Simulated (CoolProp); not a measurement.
Saturation properties of isohexane.

The numbers come from the reference Helmholtz-energy equation of state, Lemmon 2006 in CoolProp. It is a short technical equation, of lower accuracy than the large ones.

```tsv
T (°C)	p (kPa)	enthalpy of vaporisation (kJ/kg)	liquid cp (kJ/(kg K))
54.15	83.19	327.4	2.380
60.85	103.4	322.6	2.415
67.55	127.2	317.6	2.450
74.35	155.6	312.4	2.487
81.05	188.1	307.1	2.523
87.75	225.6	301.7	2.561
94.45	268.5	296.0	2.600
101.25	318.1	290.1	2.640
107.95	373.5	284.0	2.681
114.65	435.9	277.6	2.724
121.35	505.8	270.9	2.768
128.15	585.0	263.9	2.815
134.85	671.8	256.6	2.865
141.55	767.9	248.9	2.917
```

It boils at 60.2 °C under 1 atm.
